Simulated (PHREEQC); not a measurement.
Solution (85 °C): 0.042 mol/kgw Ni(NO3)2 and 0.017 mol/kgw H3BO3. Closed to the air; pH follows from the charge balance.

All values are PHREEQC results (ion-association model, wateq4f.dat), not measurements.

This is a speciation only: nothing precipitates in the calculation.

Q: What pH does the model give?

A: pH 5.02.

Away from 25 °C the constants follow the database's enthalpies or fits; those with neither stay at their 25 °C values.
